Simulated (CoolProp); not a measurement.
Saturated liquid density (kg/m³) of fluorine: the reference equation beside estimates from Tc = -128.7 °C, pc = 5240 kPa, ω = 0.045. Rackett uses Z = 0.29056 − 0.08775 ω.

Computed with CoolProp (reference Helmholtz-energy equation of state, de Reuck 1990).

```json
[
 {"T (°C)": "-205.45", "reference": "1617", "Rackett": "1642", "van der Waals": "___", "Peng-Robinson": "1829"},
 {"T (°C)": "-202.05", "reference": "1595", "Rackett": "1620", "van der Waals": "1092", "Peng-Robinson": "___"},
 {"T (°C)": "-198.65", "reference": "1573", "Rackett": "1597", "van der Waals": "1077", "Peng-Robinson": "1782"},
 {"T (°C)": "-195.25", "reference": "1551", "Rackett": "___", "van der Waals": "1062", "Peng-Robinson": "1757"},
 {"T (°C)": "-191.75", "reference": "1527", "Rackett": "1551", "van der Waals": "1047", "Peng-Robinson": "1730"},
 {"T (°C)": "-188.35", "reference": "1503", "Rackett": "1527", "van der Waals": "1031", "Peng-Robinson": "1703"},
 {"T (°C)": "-184.95", "reference": "1479", "Rackett": "1502", "van der Waals": "1014", "Peng-Robinson": "___"},
 {"T (°C)": "-181.55", "reference": "1455", "Rackett": "1477", "van der Waals": "997.5", "Peng-Robinson": "___"},
 {"T (°C)": "-178.15", "reference": "1429", "Rackett": "1451", "van der Waals": "979.9", "Peng-Robinson": "1611"},
 {"T (°C)": "-174.65", "reference": "1402", "Rackett": "1424", "van der Waals": "960.9", "Peng-Robinson": "1576"},
 {"T (°C)": "-171.25", "reference": "1375", "Rackett": "1396", "van der Waals": "941.7", "Peng-Robinson": "1540"},
 {"T (°C)": "-167.85", "reference": "___", "Rackett": "1368", "van der Waals": "921.6", "Peng-Robinson": "1502"},
 {"T (°C)": "-164.45", "reference": "1317", "Rackett": "1338", "van der Waals": "900.5", "Peng-Robinson": "1461"},
 {"T (°C)": "-160.95", "reference": "1285", "Rackett": "1306", "van der Waals": "877.6", "Peng-Robinson": "___"},
 {"T (°C)": "-157.55", "reference": "___", "Rackett": "1273", "van der Waals": "854.0", "Peng-Robinson": "1369"}
]
```

Question: Some entries are withheld; supply them.

Answer: 
- -205.45, van der Waals: 1106
- -202.05, Peng-Robinson: 1806
- -195.25, Rackett: 1575
- -184.95, Peng-Robinson: 1674
- -181.55, Peng-Robinson: 1643
- -167.85, reference: 1346
- -160.95, Peng-Robinson: 1416
- -157.55, reference: 1253

Absolute difference from the reference over all 15 rows, mean and median: Rackett 1.6 and 1.6 %, van der Waals 31.5 and 31.5 %, Peng-Robinson 12.3 and 12.9 %.
